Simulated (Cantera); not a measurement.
An adiabatic, constant-volume homogeneous reactor starts with CH4 : C2H6 : O2 : N2 = 1 : 0.21 : 1.24 : 7.83 (molar parts), at 1275 K and 0.987 atm. Integrator tolerance rtol = 1e-08.

Cantera simulation using GRI-Mech 3.0 (53 species, 325 reactions); the numbers are that mechanism's predictions, not measurements.

**Question.** What does this change do: constant pressure in place of constant volume?

**Answer.** 
```json
[
 {"quantity": "time of steepest temperature rise", "before": "2.02 ms", "after": "2.29 ms"},
 {"quantity": "temperature at 0.100 s", "before": "2254 K", "after": "2009 K"},
 {"quantity": "equilibrium temperature", "before": "2254 K", "after": "2009 K"},
 {"quantity": "x(CH4) at 0.100 s", "before": "1.64e-10 (gas-phase equilibrium 1.85e-10)", "after": "3.60e-6 (gas-phase equilibrium 1.92e-10)"},
 {"quantity": "x(C2H6) at 0.100 s", "before": "<1e-12 (gas-phase equilibrium <1e-12)", "after": "<1e-12 (gas-phase equilibrium <1e-12)"},
 {"quantity": "x(O2) at 0.100 s", "before": "3.77e-7 (gas-phase equilibrium 3.77e-7)", "after": "2.69e-8 (gas-phase equilibrium 2.76e-8)"},
 {"quantity": "x(C2H) at 0.100 s", "before": "<1e-12 (gas-phase equilibrium <1e-12)", "after": "1.54e-10 (gas-phase equilibrium <1e-12)"},
 {"quantity": "x(NO2) at 0.100 s", "before": "4.73e-11 (gas-phase equilibrium 3.97e-11)", "after": "2.70e-11 (gas-phase equilibrium 1.61e-12)"},
 {"quantity": "x(H2O2) at 0.100 s", "before": "2.69e-10 (gas-phase equilibrium 2.70e-10)", "after": "2.38e-11 (gas-phase equilibrium 2.44e-11)"}
]
```

**Question.** What does this change do: initial temperature 1275 to 975 K?

**Answer.** 
| quantity | before | after |
|---|---|---|
| time of steepest temperature rise | 2.02 ms | not reached |
| temperature at 0.100 s | 2254 K | 975 K |
| equilibrium temperature | 2254 K | 1989 K |
| x(CH4) at 0.100 s | 1.64e-10 (gas-phase equilibrium 1.85e-10) | 0.0972 (gas-phase equilibrium 1.23e-9) |
| x(C2H6) at 0.100 s | <1e-12 (gas-phase equilibrium <1e-12) | 0.0203 (gas-phase equilibrium <1e-12) |
| x(O2) at 0.100 s | 3.77e-7 (gas-phase equilibrium 3.77e-7) | 0.121 (gas-phase equilibrium 8.48e-9) |
| x(C2H) at 0.100 s | <1e-12 (gas-phase equilibrium <1e-12) | <1e-12 (gas-phase equilibrium <1e-12) |
| x(NO2) at 0.100 s | 4.73e-11 (gas-phase equilibrium 3.97e-11) | <1e-12 (gas-phase equilibrium <1e-12) |
| x(H2O2) at 0.100 s | 2.69e-10 (gas-phase equilibrium 2.70e-10) | 1.14e-5 (gas-phase equilibrium 1.94e-11) |
Below about 1000 K GRI-Mech 3.0 lacks low-temperature oxidation paths.
